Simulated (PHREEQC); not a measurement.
A made-up water analysis in mg/L, 25 °C, pH 6.74, pe 12.3:

```tsv
constituent	mg/L
Na	5.48
K	0.301
Ca	1.36
Mg	0.516
Cl	1.13
S(6) as SO4	4.46
Alkalinity as HCO3	13.9
O(0) (dissolved oxygen)	0.0443
```

Valence states are taken as typed.

The numbers come from PHREEQC with the ion-association model, phreeqc.dat.

```json
{
 "ionic_strength": "0.000454 mol/kgw",
 "charge_balance_error": "0.5 %"
}
```

```
species  molality  activity   log γ
-------  --------  --------  ------
Na+      0.000238  0.000233  -0.011
HCO3-    0.000228  0.000222  -0.010
CO2       9.09e-5   9.09e-5   0.000
SO4-2     4.60e-5   4.17e-5  -0.042
Ca+2      3.36e-5   3.05e-5  -0.042
Cl-       3.19e-5   3.11e-5  -0.011
Mg+2      2.10e-5   1.91e-5  -0.042
K+        7.70e-6   7.51e-6  -0.011
O2        1.38e-6   1.39e-6   0.000
CaSO4     2.26e-7   2.26e-7   0.000
```

No solid was allowed to form. Complexes and solids missing from the database can't appear.
